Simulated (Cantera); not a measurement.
**Ammonia decomposition in nitride growth gas**

A perfectly stirred reactor is fed with 69.1 % NH3, 30.4 % N2, 0.442 % H2, at 0.0330 bar; it is held at 2275 K, and followed from long to short residence time.

Computed with Cantera and the gas-phase N/H chemistry of the illustrative SiF4/NH3 mechanism in the Surface Chemkin manual (1991). Walls and surfaces, which speed up NH3 decomposition in real reactors, are not modelled.

| τ (s) | x NH3 | x H | x N2 | x N2H2 | x N2H4 |
|---|---|---|---|---|---|
| 0.35 | 0.0857 | 0.00162 | 0.374 | 1.54e-6 | 1.43e-9 |
| 0.18 | 0.148 | 0.00123 | 0.366 | 2.89e-6 | 3.06e-9 |
| 0.090 | 0.243 | 0.000884 | 0.355 | 5.20e-6 | 6.12e-9 |
| 0.045 | 0.358 | 0.000595 | 0.342 | 8.47e-6 | 1.08e-8 |
| 0.023 | 0.469 | 0.000380 | 0.329 | 1.20e-5 | 1.66e-8 |
| 0.012 | 0.556 | 0.000234 | 0.319 | 1.50e-5 | 2.26e-8 |
| 0.0059 | 0.619 | 0.000132 | 0.311 | 1.68e-5 | 2.83e-8 |
| 0.0030 | 0.654 | 7.39e-5 | 0.307 | 1.65e-5 | 3.10e-8 |
| 0.0015 | 0.673 | 3.96e-5 | 0.305 | 1.38e-5 | 2.86e-8 |
| 0.00077 | 0.683 | 2.14e-5 | 0.304 | 9.25e-6 | 2.06e-8 |
| 0.00039 | 0.687 | 1.18e-5 | 0.304 | 4.18e-6 | 1.01e-8 |
x: mole fraction; the columns are a selection and need not sum to one.
